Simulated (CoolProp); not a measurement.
Computed with CoolProp (reference Helmholtz-energy equation of state, Gao 2022).

**Question.** Give the vapour pressure (MPa), liquid density (kg/m³), vapour density (kg/m³), enthalpy of vaporisation (kJ/kg) of saturated n-perfluoropentane at 207.1, 223.7, 231.9 K.

**Answer.** 
```
T (K)   p (MPa)  liquid density (kg/m³)  vapour density (kg/m³)  enthalpy of vaporisation (kJ/kg)
-----  --------  ----------------------  ----------------------  --------------------------------
207.1  0.000374                    1880                  0.0626                               115
223.7   0.00152                    1830                   0.236                               111
231.9   0.00278                    1810                   0.417                               109
```
